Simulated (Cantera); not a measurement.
An isothermal, constant-pressure homogeneous reactor starts with 0.288 % H₂, 38.4 % O₂, 61.4 % N₂, equivalence ratio 0.0037, at 1300 K and 300 Pa.

Cantera simulation using GRI-Mech 3.0 (53 species, 325 reactions); the numbers are that mechanism's predictions, not measurements. Radical loss at walls, strong at low pressure, is not modelled.

x: mole fraction; the columns are a selection and need not sum to one.

```tsv
t (s)	x H₂	x O₂	x H₂O	x HO₂	x H	x NO
1.00e-6	0.00288	0.384	<1e-12	1.30e-12	1.30e-12	<1e-12
6.76e-6	0.00288	0.384	<1e-12	8.82e-12	8.73e-12	<1e-12
4.57e-5	0.00288	0.384	<1e-12	5.97e-11	5.56e-11	<1e-12
0.000309	0.00288	0.384	3.68e-12	4.04e-10	2.62e-10	<1e-12
0.00209	0.00288	0.384	4.98e-10	2.73e-9	6.07e-10	<1e-12
0.0141	0.00288	0.384	6.06e-8	1.84e-8	5.97e-9	<1e-12
0.0956	0.000273	0.381	0.00225	6.90e-8	0.000129	6.63e-11
0.647	8.70e-6	0.381	0.00268	4.22e-8	7.48e-5	2.63e-9
4.37	7.20e-6	0.381	0.00270	3.84e-8	5.59e-5	2.15e-8
29.6	(withheld)	0.382	0.00279	(withheld)	(withheld)	(withheld)
200	2.23e-7	0.383	0.00286	4.83e-9	2.89e-7	1.52e-7
```

Problem. Fill in the missing entries.

Solution. 
- 29.6, x H₂: 2.74e-6
- 29.6, x HO₂: 2.29e-8
- 29.6, x H: 1.28e-5
- 29.6, x NO: 8.54e-8
